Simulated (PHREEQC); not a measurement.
Make-up at 25 °C and 500 atm: 0.04 mol/kgw ZnSO4, 0.00023 mol/kgw NaOH and 0.043 mol/kgw HCl. Closed to the air; pH follows from the charge balance.

Computed with PHREEQC (ion-association model, phreeqc.dat).

Each row changes one thing in this solution. Precipitation was switched off in this run.

```
case                                            pH  ionic strength (mol/kgw)
--------------------------------------------  ----  ------------------------
as made                                       1.59                     0.139
temperature from 25 to 30 °C                     ?                     0.137
NaOH from 0.00023 to 0.0023 mol/kgw              ?                     0.140
ZnSO4 left out                                   ?                    0.0430
NaOH left out                                 1.58                     0.139
NaOH from 0.00023 to 0.000345 mol/kgw         1.59                     0.139
ZnSO4 replaced by K2SO4 at the same molality  1.63                     0.128
ZnSO4 from 0.04 to 0.044 mol/kgw              1.59                     0.148
```

Problem. Fill in the missing entries.

Solution. 
- temperature from 25 to 30 °C, pH: 1.60
- NaOH from 0.00023 to 0.0023 mol/kgw, pH: 1.61
- ZnSO4 left out, pH: 1.43

Complexes and solids missing from the database can't appear. Under pressure, the constants of complexes without a molar volume in the database are unreliable.
